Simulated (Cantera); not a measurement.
A perfectly stirred reactor is fed with CO : O₂ : H₂O : N₂ = 0.0095 : 0.0021 : 0.0019 : 1 (molar parts), at 1000000 Pa; it is held at 1425 K, and followed from long to short residence time.

Cantera simulation using GRI-Mech 3.0 (53 species, 325 reactions); the numbers are that mechanism's predictions, not measurements.

### Question
What does this change do: temperature 1425 to 1125 K?

### Answer
```
quantity                before    after
---------------------  -------  -------
x(CO) at τ = 1.30 s    0.00469  0.00530
x(O₂) at τ = 1.30 s    2.88e-6  9.64e-5
x(H₂O) at τ = 1.30 s   0.00132  0.00175
x(OH) at τ = 1.30 s    5.11e-7  1.83e-8
x(N₂O) at τ = 1.30 s   3.60e-9  1.79e-7
x(CO) at τ = 64.0 ms   0.00477  0.00845
x(O₂) at τ = 64.0 ms   1.43e-5  0.00161
x(H₂O) at τ = 64.0 ms  0.00138  0.00186
x(OH) at τ = 64.0 ms   2.45e-6  4.05e-8
x(N₂O) at τ = 64.0 ms  2.13e-8  2.11e-7
```

### Question
What does this change do: 0.0012 parts CH4 added?

### Answer
```json
[
 {"quantity": "x(CO) at τ = 1.30 s", "before": "0.00469", "after": "0.00745"},
 {"quantity": "x(O₂) at τ = 1.30 s", "before": "2.88e-6", "after": "0.000119"},
 {"quantity": "x(H₂O) at τ = 1.30 s", "before": "0.00132", "after": "0.00244"},
 {"quantity": "x(OH) at τ = 1.30 s", "before": "5.11e-7", "after": "1.12e-8"},
 {"quantity": "x(N₂O) at τ = 1.30 s", "before": "3.60e-9", "after": "3.33e-9"},
 {"quantity": "x(CO) at τ = 64.0 ms", "before": "0.00477", "after": "0.00855"},
 {"quantity": "x(O₂) at τ = 64.0 ms", "before": "1.43e-5", "after": "0.000547"},
 {"quantity": "x(H₂O) at τ = 64.0 ms", "before": "0.00138", "after": "0.00271"},
 {"quantity": "x(OH) at τ = 64.0 ms", "before": "2.45e-6", "after": "8.21e-8"},
 {"quantity": "x(N₂O) at τ = 64.0 ms", "before": "2.13e-8", "after": "3.53e-8"}
]
```
